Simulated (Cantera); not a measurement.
**Stirred combustor or abatement burner**

A perfectly stirred reactor is fed with 4.42 % CH₄, 20.1 % O₂, 75.5 % N₂, equivalence ratio 0.44, at 101000 Pa; it is adiabatic with a 625 K inlet, and is followed from long to short residence time, starting on the burning branch (τ in s: 0.24, 0.089, 0.033, 0.012, 0.0046, 0.0017, 0.00064, 0.00024, 8.9e-05, 3.3e-05, 1.2e-05).

Model: GRI-Mech 3.0 (53 species, 325 reactions), integrated in Cantera.

| τ (s) | T (K) | x CH₄ | x O₂ | x HO₂ | x H₂O | x NO | x C₂H | x O |
|---|---|---|---|---|---|---|---|---|
| 0.24 | 1625 | 9.06e-6 | 0.113 | 1.21e-6 | 0.0880 | 4.46e-6 | <1e-12 | 5.71e-5 |
| 0.089 | 1623 | 1.71e-5 | 0.113 | 2.21e-6 | 0.0878 | 4.21e-6 | <1e-12 | 0.000107 |
| 0.033 | 1618 | 3.22e-5 | 0.113 | 4.05e-6 | 0.0876 | 3.66e-6 | <1e-12 | 0.000199 |
| 0.012 | 1610 | 6.15e-5 | 0.113 | 7.45e-6 | 0.0872 | 2.86e-6 | 1.20e-12 | 0.000372 |
| 0.0046 | 1596 | 0.000116 | 0.113 | 1.30e-5 | 0.0867 | 2.18e-6 | 2.00e-12 | 0.000650 |
| 0.0017 | 1569 | 0.000237 | 0.114 | 2.28e-5 | 0.0857 | 1.67e-6 | 3.46e-12 | 0.00107 |
| 0.00064 | 1517 | 0.000565 | 0.117 | 4.07e-5 | 0.0841 | 1.13e-6 | 7.21e-12 | 0.00144 |
| 0.00024 | 625 | 0.0442 | 0.201 | <1e-12 | <1e-12 | <1e-12 | <1e-12 | <1e-12 |
| 8.9e-5 | 625 | 0.0442 | 0.201 | <1e-12 | <1e-12 | <1e-12 | <1e-12 | <1e-12 |
| 3.3e-5 | 625 | 0.0442 | 0.201 | <1e-12 | <1e-12 | <1e-12 | <1e-12 | <1e-12 |
| 1.2e-5 | 625 | 0.0442 | 0.201 | <1e-12 | <1e-12 | <1e-12 | <1e-12 | <1e-12 |
x: mole fraction; the columns are a selection and need not sum to one.
